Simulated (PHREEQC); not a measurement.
PHREEQC input (ion-association model, wateq4f.dat):

```
SOLUTION_MASTER_SPECIES
  An  An-  0  An  62.0  # stands for a non-complexing anion
SOLUTION_SPECIES
  An- = An-
    -log_k 0
    -gamma 3.0 0
PHASES
  Fix_H+
    H+ = H+
    -log_k 0
SOLUTION 1
  temp 25
  units mmol/kgw
  pH 7 charge
  F 0.08
  Na 56.68
  As(5) 3.3
  An 50
END
SELECTED_OUTPUT 1
  -reset false
  -pH true
  -pe true
  -ionic_strength true
  -water true
  -totals As F Na As(3) As(5)
  -molalities Hfo_wOH Hfo_wOH2+ Hfo_wO- Hfo_sOH Hfo_sOH2+ Hfo_sO- Hfo_wF Hfo_wOHF- Hfo_wH2AsO4 Hfo_wHAsO4-
    Hfo_wOHAsO4-3
USER_PUNCH 1
  -headings sigma psi
  10 PUNCH EDL("sigma", "Hfo"), EDL("psi", "Hfo")
PRINT
  -reset false
USE solution 1
SURFACE 1
  Hfo_wOH 0.00224719 600 1
  Hfo_sOH 5.61798e-05
EQUILIBRIUM_PHASES 1
  Fix_H+ -4 HAn 10
    -force_equality true
  O2(g) -0.68 10
END
# ... the last block is repeated for the other 16 points of pH, with NaOH or the acid as the point needs
```

Selected output (columns that matter, 13 of 17 rows; pH added in front):

```
pH	mu	As	F	Na	m_Hfo_wOH	m_Hfo_wOH2+	m_Hfo_wO-	m_Hfo_sOH	m_Hfo_sOH2+	m_Hfo_sO-	m_Hfo_wF	m_Hfo_wOHF-	sigma	psi
4	0.05681	0.0010647	7.9973e-05	0.056678	8.5231e-09	1.1879e-05	1.401e-13	4.0279e-08	5.6137e-05	6.6209e-13	2.4103e-08	2.6734e-11	0.0047169	0.0086269
4.38	0.05673	0.0010684	7.9972e-05	0.056678	1.9918e-08	1.5538e-05	5.849e-13	7.1919e-08	5.6106e-05	2.112e-12	2.5003e-08	4.9545e-11	0.00057398	0.0010554
5.12	0.056669	0.0010859	7.9972e-05	0.056678	1.0319e-07	3.3024e-05	7.3864e-12	1.7499e-07	5.6003e-05	1.2526e-11	2.4502e-08	1.1835e-10	-0.011047	-0.019829
5.5	0.056665	0.0011046	7.9973e-05	0.056678	2.3857e-07	5.1598e-05	2.527e-11	2.5855e-07	5.5919e-05	2.7386e-11	2.3736e-08	1.6965e-10	-0.018696	-0.032241
5.88	0.056692	0.0011349	7.9974e-05	0.056678	5.5287e-07	8.1513e-05	8.5907e-11	3.7847e-07	5.5799e-05	5.8807e-11	2.2979e-08	2.4094e-10	-0.027619	-0.044876
6.62	0.056964	0.0012566	7.9973e-05	0.056678	3.0728e-06	0.00020078	1.0773e-09	8.4679e-07	5.5331e-05	2.9688e-10	2.326e-08	5.5029e-10	-0.048582	-0.067745
7	0.057264	0.001375	7.9971e-05	0.056678	8.0004e-06	0.00031416	4.6673e-09	1.3951e-06	5.4782e-05	8.1387e-10	2.5238e-08	9.9354e-10	-0.059866	-0.077142
7.38	0.057619	0.0015335	7.9967e-05	0.056678	2.1406e-05	0.00045922	2.2859e-08	2.502e-06	5.3673e-05	2.6718e-09	2.8137e-08	2.0275e-09	-0.069596	-0.084089
8.12	0.058185	0.0018631	7.9958e-05	0.056679	0.00012931	0.00068038	5.6298e-07	8.9655e-06	4.7174e-05	3.9034e-08	3.09e-08	9.0785e-09	-0.082021	-0.091759
8.5	0.058421	0.002062	7.9953e-05	0.056679	0.0002828	0.00072386	2.531e-06	1.5742e-05	4.0295e-05	1.4089e-07	2.8161e-08	1.7007e-08	-0.089151	-0.095725
8.88	0.05868	0.0023207	7.9952e-05	0.056679	0.00053048	0.00072857	8.8485e-06	2.3505e-05	3.2282e-05	3.9206e-07	2.2013e-08	2.4777e-08	-0.10193	-0.10221
9.62	0.059096	0.002728	7.9965e-05	0.05668	0.001095	0.00052818	5.2001e-05	3.6722e-05	1.7714e-05	1.744e-06	8.2643e-09	2.6485e-08	-0.14341	-0.1191
10	0.059693	0.0028188	7.9973e-05	0.057071	0.0012964	0.00036383	0.00010582	4.1239e-05	1.1574e-05	3.3662e-06	4.0753e-09	2.2448e-08	-0.17075	-0.12767
```

Complexes and solids missing from the database can't appear.
